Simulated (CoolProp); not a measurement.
n-heptane at 318.04 K and 2.31 MPa flows at 3.4 m/s in a round tube of 25 mm bore and 1.5 µm roughness, fully developed (64/Re and Nu = 3.66 if laminar; Colebrook and Gnielinski if turbulent). Each further row changes one setting.

Model: reference Helmholtz-energy equation of state, Span 2003, in CoolProp. It is a short technical equation, of lower accuracy than the large ones.

```csv
case,Reynolds number,Darcy friction factor,pressure drop (Pa/m),heat-transfer coefficient (W/(m² K)),mass flow (kg/h)
as stated,173000,0.0165,2540,4440,4000
velocity 6.8 m/s,347000,0.0147,9060,(withheld),(withheld)
diameter 50 mm,347000,0.0144,(withheld),4040,16000
```

Some entries are withheld; supply them.


- velocity 6.8 m/s, heat-transfer coefficient (W/(m² K)): 8210
- velocity 6.8 m/s, mass flow (kg/h): 7990
- diameter 50 mm, pressure drop (Pa/m): 1110

Viscosity comes from a separate model (Michailidou 2014). Thermal conductivity comes from a separate model (Assael 2013).
